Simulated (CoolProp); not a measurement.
Properties of dodecamethylpentasiloxane (MD3M) along the isobar 618 kPa.

The numbers come from the reference Helmholtz-energy equation of state, Thol 2019 in CoolProp.

```json
[
 {"T (K)": "537.9", "phase": "liquid", "cv (kJ/(kg K))": "1.978", "speed of sound (m/s)": "309.3", "Joule-Thomson coefficient (K/MPa)": "0.2104", "isothermal compressibility (1/MPa)": "[?]", "expansivity (1/kK)": "2.394", "fugacity coefficient": "0.3076"},
 {"T (K)": "547.5", "phase": "liquid", "cv (kJ/(kg K))": "1.998", "speed of sound (m/s)": "285.1", "Joule-Thomson coefficient (K/MPa)": "0.3168", "isothermal compressibility (1/MPa)": "0.02338", "expansivity (1/kK)": "2.608", "fugacity coefficient": "0.3598"},
 {"T (K)": "557.1", "phase": "liquid", "cv (kJ/(kg K))": "2.018", "speed of sound (m/s)": "260.3", "Joule-Thomson coefficient (K/MPa)": "0.4550", "isothermal compressibility (1/MPa)": "0.02887", "expansivity (1/kK)": "2.884", "fugacity coefficient": "0.4169"},
 {"T (K)": "566.7", "phase": "liquid", "cv (kJ/(kg K))": "2.039", "speed of sound (m/s)": "234.6", "Joule-Thomson coefficient (K/MPa)": "0.6427", "isothermal compressibility (1/MPa)": "0.03678", "expansivity (1/kK)": "[?]", "fugacity coefficient": "0.4786"},
 {"T (K)": "576.4", "phase": "liquid", "cv (kJ/(kg K))": "[?]", "speed of sound (m/s)": "207.1", "Joule-Thomson coefficient (K/MPa)": "0.9172", "isothermal compressibility (1/MPa)": "0.04915", "expansivity (1/kK)": "3.792", "fugacity coefficient": "0.5452"},
 {"T (K)": "586", "phase": "liquid", "cv (kJ/(kg K))": "2.083", "speed of sound (m/s)": "177.8", "Joule-Thomson coefficient (K/MPa)": "1.350", "isothermal compressibility (1/MPa)": "0.07029", "expansivity (1/kK)": "4.633", "fugacity coefficient": "0.6149"},
 {"T (K)": "595.6", "phase": "liquid", "cv (kJ/(kg K))": "[?]", "speed of sound (m/s)": "144.5", "Joule-Thomson coefficient (K/MPa)": "2.163", "isothermal compressibility (1/MPa)": "0.1146", "expansivity (1/kK)": "6.219", "fugacity coefficient": "[?]"},
 {"T (K)": "605.2", "phase": "gas", "cv (kJ/(kg K))": "[?]", "speed of sound (m/s)": "67.09", "Joule-Thomson coefficient (K/MPa)": "28.89", "isothermal compressibility (1/MPa)": "3.273", "expansivity (1/kK)": "10.29", "fugacity coefficient": "0.7300"}
]
```

Question: What belongs in the gaps?

Answer: 
- 537.9, isothermal compressibility (1/MPa): 0.01936
- 566.7, expansivity (1/kK): 3.255
- 576.4, cv (kJ/(kg K)): 2.061
- 595.6, cv (kJ/(kg K)): 2.107
- 595.6, fugacity coefficient: 0.6876
- 605.2, cv (kJ/(kg K)): 2.119
